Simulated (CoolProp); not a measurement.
CH3F (R41) at several states: Z from the reference equation and from simpler models built on Tc = 317.3 K, pc = 5.906 MPa, ω = 0.200; each cubic takes its own stable root.

Model: reference Helmholtz-energy equation of state, Lemmon 2006, in CoolProp. It is a short technical equation, of lower accuracy than the large ones.

```
T (K)  p (MPa)   phase  reference
-----  -------  ------  ---------
174.2    0.266  liquid   0.006772
417.9   0.0917     gas     0.9976
194.6     4.77  liquid     0.1130
```

**Question.** How far does each simpler model (Redlich-Kwong, Soave-Redlich-Kwong, Peng-Robinson) lie from the reference over these 3 states: mean and median of the absolute difference, and the worst?

**Answer.** 
- Redlich-Kwong: mean 19.0 %, median 28.5 %, worst +28.5 % at 194.6 K and 4.77 MPa
- Soave-Redlich-Kwong: mean 17.4 %, median 25.8 %, worst +26.3 % at 174.2 K and 0.266 MPa
- Peng-Robinson: mean 7.9 %, median 11.6 %, worst +12.0 % at 174.2 K and 0.266 MPa
